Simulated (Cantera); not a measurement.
# Ignition delay

Mixture: CH4 : C2H6 : C3H8 : O2 : N2 : H2O = 1 : 0.032 : 0.094 : 2.35 : 8.83 : 1.4 (molar parts), equivalence ratio 1.1, at 2.80 bar, adiabatic and at constant volume. Ignition delay is the time to a rise of 400 K.

Detailed kinetics in Cantera: GRI-Mech 3.0 (53 species, 325 reactions).

```
T0 (K)  delay (ms)
------  ----------
1175          8.50
1275          1.85
1375         0.468
1475         0.146
1575        0.0560
1675        0.0257
1775        0.0137
1875       0.00825
```

```yaml
apparent activation energy between 1675 and 1875 K: 150 kJ/mol
```
